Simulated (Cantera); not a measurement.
A diamond (100) surface in a fixed gas of H2 with x(CH4) = 0.0036, x(H) = 0.0013, x(CH3) = 2.8e-05, 0.0190 bar; coverages are run to steady state.

Cantera simulation using the Harris–Goodwin 1993 mechanism for the reconstructed diamond (100) surface; the numbers are that mechanism's predictions, not measurements.

θ: site fractions in the mechanism's names (c6HH fully hydrogenated, c6H* and c6*H radical sites, c6** diradical, c6HM methylated).

```csv
T (K),growth (µm/h),θ c6HH,θ c6H*,θ c6*H,θ c6**,θ c6HM
900,___,0.678,0.0102,0.286,0.00419,0.0172
975,___,0.613,0.0159,0.349,0.00763,0.0105
1050,___,0.554,0.0226,0.405,0.0124,0.00408
1125,___,0.502,0.0300,0.448,0.0182,0.000929
1200,0.0490,0.458,0.0375,0.480,0.0243,0.000180
1275,0.0470,0.424,0.0449,0.501,0.0301,3.60e-5
1350,___,0.401,0.0519,0.512,0.0350,7.34e-6
```

Question: Fill in the missing entries.

Answer: 
- 900, growth (µm/h): 0.158
- 975, growth (µm/h): 0.202
- 1050, growth (µm/h): 0.154
- 1125, growth (µm/h): 0.0753
- 1350, growth (µm/h): 0.0353
